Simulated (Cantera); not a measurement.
A closed system holds: 1 mol CH3SiH3, 1.7 mol CH4, 44 mol H2, held at 100 Torr.

Method: chemical equilibrium by Gibbs-energy minimisation in Cantera with the NASA 1993 tables (ideal gas, pure condensed phases). Candidate condensed phases: C, C6H6, C7H8, C8H18, Si, SiC; 87 gas species. The feed counts by its element totals alone. Gases not in the tables: Si2H6 and higher silanes. Equilibrium is a limit: real reactors are often held back by kinetics, nucleation or transport.

x: gas mole fraction; n: condensed amount in mol.

```
T (K)   x H2       x H  x C2H2 (acetylene)      x Si  n C(graphite)  n SiC(s)
-----  -----  --------  ------------------  --------  -------------  --------
1350   0.999   6.52e-6             1.24e-6  5.69e-12           1.66      1.00
1450   1.000   2.59e-5             4.87e-6  1.37e-10           1.68      1.00
1550   1.000   8.62e-5             1.60e-5   2.19e-9           1.68     1.000
1650   1.000  0.000249             4.56e-5   2.49e-8           1.69     1.000
1750   0.999  0.000637            0.000115   2.14e-7           1.68     1.000
1850   0.998   0.00147            0.000261   1.46e-6           1.67     1.000
1950   0.996   0.00313            0.000544   8.10e-6           1.64     0.999
2050   0.993         …                   …         …           1.59     0.997
2150   0.986         …                   …         …           1.51     0.988
2250   0.976    0.0201             0.00327  0.000553           1.40     0.958
2350   0.959    0.0334             0.00529   0.00177           1.25     0.860
2450   0.931    0.0531             0.00812   0.00517           1.12     0.564
2550   0.890    0.0806              0.0118    0.0111          0.973         0
```

Task: Some entries are withheld; supply them.

Result: 
- 2150, x H: 0.0115
- 2150, x C2H2 (acetylene): 0.00191
- 2150, x Si: 0.000155
- 2050, x H: 0.00619
- 2050, x C2H2 (acetylene): 0.00105
- 2050, x Si: 3.81e-5
